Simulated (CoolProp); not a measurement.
Vapour-liquid equilibrium of R143a (1) + R134a (2) at 0.121 MPa; x and y are mole fractions of (1).

The numbers come from the multi-fluid Helmholtz-energy mixture model, Lemmon and Jacobsen 2000 and Tillner-Roth 1994; pair parameters Lemmon 2004 in CoolProp.

Problem. Give the bubble temperature and the first vapour's composition at x = 0.2, 0.35, 0.5. Is there an azeotrope?

Solution. x = 0.2: 245.3 K, y = 0.374; x = 0.35: 241.6 K, y = 0.569; x = 0.5: 238.3 K, y = 0.715. No azeotrope shows between x = 0.05 and 0.95.

Pair parameters are fitted to limited data, so mixtures are less certain than the pure fluids.
